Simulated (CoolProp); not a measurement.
Hexamethyldisiloxane (MM) along the isotherm 620 K: fugacity coefficient from the reference equation and from simpler models built on Tc = 518.7 K, pc = 1931 kPa, ω = 0.418; each cubic takes its own stable root.

Values from CoolProp's reference Helmholtz-energy equation of state, Thol 2016.

```json
[
 {"p (kPa)": "603", "phase": "gas", "reference": "0.9431"},
 {"p (kPa)": "1210", "phase": "gas", "reference": "0.8886"},
 {"p (kPa)": "1810", "phase": "gas", "reference": "0.8377"},
 {"p (kPa)": "2410", "phase": "supercritical", "reference": "0.7902"},
 {"p (kPa)": "3020", "phase": "supercritical", "reference": "0.7456"},
 {"p (kPa)": "3620", "phase": "supercritical", "reference": "0.7053"},
 {"p (kPa)": "4220", "phase": "supercritical", "reference": "0.6684"},
 {"p (kPa)": "4830", "phase": "supercritical", "reference": "0.6348"},
 {"p (kPa)": "5430", "phase": "supercritical", "reference": "0.6057"},
 {"p (kPa)": "6030", "phase": "supercritical", "reference": "0.5807"},
 {"p (kPa)": "6640", "phase": "supercritical", "reference": "0.5591"},
 {"p (kPa)": "7240", "phase": "supercritical", "reference": "0.5411"},
 {"p (kPa)": "7850", "phase": "supercritical", "reference": "0.5258"},
 {"p (kPa)": "8450", "phase": "supercritical", "reference": "0.5131"},
 {"p (kPa)": "9050", "phase": "supercritical", "reference": "0.5025"},
 {"p (kPa)": "9660", "phase": "supercritical", "reference": "0.4935"}
]
```

Q: How far does each simpler model (van der Waals, Redlich-Kwong, Soave-Redlich-Kwong, Peng-Robinson) lie from the reference over these 16 states: mean and median of the absolute difference, and the worst?

A: 
- van der Waals: mean 6.1 %, median 7.1 %, worst -9.4 % at 620 K and 5430 kPa
- Redlich-Kwong: mean 5.8 %, median 7.3 %, worst -8.1 % at 620 K and 9660 kPa
- Soave-Redlich-Kwong: mean 5.2 %, median 5.1 %, worst +9.7 % at 620 K and 9660 kPa
- Peng-Robinson: mean 0.8 %, median 0.8 %, worst -1.6 % at 620 K and 3620 kPa
